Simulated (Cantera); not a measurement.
A closed system holds: 1 mol Si, 0.014 mol CO₂, 300 mol N₂, 0.014 mol N₂O, equilibrated at 1350 K and 0.100 bar.

Cantera equilibrium calculation (NASA polynomials, part measured and part estimated; ideal gas, pure solids and liquids). Candidate condensed phases: C, Si, SiC, SiO₂, Si₂N₂O, Si₃N₄; 34 gas species. Mutual solubility and eutectic melting of coexisting phases are not modelled. Equilibrium is a limit: real reactors are often held back by kinetics, nucleation or transport.

Base state: N₂ 1.000, CO 2.23e-5 (mole fractions); condensed: C(graphite) + Si₂N₂O(s) + Si₃N₄(s).

Q: What changes in the equilibrium state with this change: temperature from 1350 K to 1325 K?

A: 
```json
[
 {"species": "N₂", "before": "1.000", "after": "1.000"},
 {"species": "CO", "before": "2.23e-5", "after": "1.29e-5"},
 {"species": "C(graphite), mol", "before": "0.00731", "after": "0.0101"},
 {"species": "Si₂N₂O(s), mol", "before": "0.0353", "after": "0.0381"},
 {"species": "Si₃N₄(s), mol", "before": "0.310", "after": "0.308"}
]
```
